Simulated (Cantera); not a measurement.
Cantera run:

```python
import numpy as np
import cantera as ct

gas_names = [...]  # 148 gases of nasa_gas.yaml made of Al, C, H, N, O
cond_names = """
    AL(cr) AL(L) ALN(s) AL2O3(a) AL2O3(L) C(gr) C6H6(L) C7H8(L) C8H18(L),n-octa H2O(s) H2O(L)
""".split()


# ... load() reads the species with a 1 bar reference pressure and builds the phases ...
atoms = {
    'Al(CH3)3': {'AL': 1, 'C': 3, 'H': 9},
    'H2O': {'H': 2, 'O': 1},
    'N2': {'N': 2},
}
top_T = {'ALN(s)': 2750, 'C(gr)': 4500}  # K; cautious upper limits of use, not melting points


# ... equilibrate(T, P, feed) seeds the gas with the atoms and calls Mixture.equilibrate('TP', solver="vcs", rtol=1e-11, max_steps=5000) ...
results = []
T = 1150  # K
P = 2700  # Pa
for m in [2.2, 3.8, 5.4, 7, 8.6, 10, 12, 13, 15, 16, 18]:
    feed = {'Al(CH3)3': 1, 'H2O': m, 'N2': 3}  # mol
    mix = equilibrate(T, P, feed)
    results.append((T, P, feed, dict(zip(mix.species_names, mix.species_moles))))

top = {s: max(r[3][s] / sum(r[3][g] for g in gas_names) for r in results) for s in gas_names}
cols = sorted((s for s in top if top[s] > 0.001), key=lambda s: -top[s])[:6]
seen = [c for c in cond_names if any(r[3].get(c, 0) > 1e-12 for r in results)]
print("log10 of partial pressures in bar; condensed amounts in mol")
print(f"{'n(H2O)':>10s}" + "".join(f"{s[:9]:>10s}" for s in cols + seen))
for T, P, feed, n in results:
    ng = sum(n[g] for g in gas_names)
    print(f"{feed['H2O']:10.4g}" + "".join(f"{np.log10(max(n[s] / ng * P / 1e5, 1e-99)):10.3f}" for s in cols)
          + "".join(f"{n.get(c, 0):10.4g}" for c in seen))
```

Output:

```
log10 of partial pressures in bar; condensed amounts in mol
    n(H2O)        H2       H2O        N2        CO       CO2  AL2O3(a)     C(gr)
       2.2    -1.760    -5.830    -2.108    -2.741    -6.886       0.5     2.298
       3.8    -1.783    -5.453    -2.225    -2.341    -6.085       0.5    0.6988
       5.4    -1.807    -2.915    -2.293    -2.320    -3.504       0.5         0
         7    -1.836    -2.502    -2.335    -2.407    -3.148       0.5         0
       8.6    -1.864    -2.316    -2.373    -2.485    -3.013       0.5         0
        10    -1.887    -2.213    -2.403    -2.548    -2.950       0.5         0
        12    -1.919    -2.111    -2.444    -2.631    -2.899       0.5         0
        13    -1.934    -2.073    -2.463    -2.670    -2.884       0.5         0
        15    -1.963    -2.011    -2.498    -2.742    -2.865       0.5         0
        16    -1.977    -1.986    -2.515    -2.776    -2.860       0.5         0
        18    -2.003    -1.943    -2.546    -2.840    -2.855       0.5         0
```

Cantera equilibrium calculation (NASA polynomials, part measured and part estimated; ideal gas, pure solids and liquids). The feed counts by its element totals alone.
